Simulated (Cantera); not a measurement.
An isothermal plug-flow reactor at 598 K and 3750 Torr (inlet), inlet velocity 0.17 m/s, active area per volume 910 1/m; feed 0.809 % H₂, 14.0 % O₂, 78.9 % N₂, 6.29 % H₂O, equivalence ratio 0.029.

Computed with Cantera and Deutschmann's 1995 Pt surface mechanism with GRI-Mech 3.0 gas chemistry. Catalytic surfaces can have several steady states; this one follows from the mechanism file's or the stated starting coverage. Mass transfer to the wall is taken as infinitely fast.

Question: Predict: x(H₂) at z = 0.013 m; x(O₂) at z = 0.013 m; x(H₂O) at z = 0.013 m; θ(O*) at the exit; θ(OH*) at the exit.

Answer: 
- x(H₂) at z = 0.013 m: 3.62e-5
- x(O₂) at z = 0.013 m: 0.136
- x(H₂O) at z = 0.013 m: 0.0713
- θ(O*) at the exit: 0.993
- θ(OH*) at the exit: 0.00628
